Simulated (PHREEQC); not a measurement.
LiOH is added in steps, without added water, to 1 kg of water holding 0.0016 mol/kgw HBr, 3.7e-05 mol/kgw NiCl2 and 0.096 mol/kgw KCl, at 20 °C. Oxygen alone is held at its pressure in air (log pO2 = -0.68). The system is closed to CO2. No solid was allowed to form.

Base run: PHREEQC, ion-association model, wateq4f.dat. Each further column changes one thing. The table gives Ni+2 (mol/kgw).

```csv
LiOH added (mol),base,diluted 10-fold with water,KCl replaced by KNO3 at the same molality,solids may form
0,3.33e-5,3.64e-6,3.69e-5,3.33e-5
0.0003437,3.33e-5,7.68e-8,3.69e-5,3.33e-5
0.001031,3.33e-5,1.91e-9,3.69e-5,3.33e-5
0.001375,3.33e-5,8.05e-10,3.69e-5,3.33e-5
0.002063,3.47e-7,2.44e-10,3.48e-7,3.63e-11
0.002406,7.50e-8,1.56e-10,7.50e-8,1.02e-11
0.003094,1.33e-8,7.49e-11,1.33e-8,2.73e-12
0.003438,7.41e-9,5.52e-11,7.41e-9,1.77e-12
0.004125,2.98e-9,3.26e-11,2.98e-9,9.22e-13
0.004469,2.06e-9,2.59e-11,2.06e-9,7.10e-13
0.005156,1.11e-9,1.72e-11,1.11e-9,4.59e-13
0.0055,8.49e-10,1.43e-11,8.49e-10,3.81e-13
```

In at least one series the solution becomes supersaturated in solids that the run did not let form, among them Ni(OH)2. The database's Ni(OH)2 is the aged solid; a fresh precipitate is more soluble. Solids allowed in the column 'solids may form': Ni(OH)2.
